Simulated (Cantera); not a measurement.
Charge: 1 mol SiHCl3, 0.039 mol C3H8, 140 mol H2, equilibrated at 0.630 bar.

These are equilibrium values from Cantera (NASA tables, ideal gas, pure condensed phases), not measurements of a reactor. Candidate condensed phases: C, C6H6, C7H8, C8H18, Si, SiC; 109 gas species. Mutual solubility and eutectic melting of coexisting phases are not modelled. Gases not in the tables: Si2H6 and higher silanes. The numbers say what is thermodynamically allowed, not how fast it happens.

Problem. Which condensed phases are stable at each of these points (T (K)): 1050, 1200, 1350, 1500, 1650, 1800, 1950?

Solution. 
| T (K) | condensed phases | Si condensed (%) |
|---|---|---|
| 1050 | Si(s) + SiC(s) | 38.6 |
| 1200 | Si(s) + SiC(s) | 67.5 |
| 1350 | Si(s) + SiC(s) | 81.0 |
| 1500 | Si(s) + SiC(s) | 82.4 |
| 1650 | Si(s) + SiC(s) | 81.6 |
| 1800 | Si(l) + SiC(s) | 83.2 |
| 1950 | Si(l) + SiC(s) | 84.0 |

From 1050 K to 1650 K the condensed part is Si(s) + SiC(s). From 1800 K to 1950 K the condensed part is Si(l) + SiC(s).
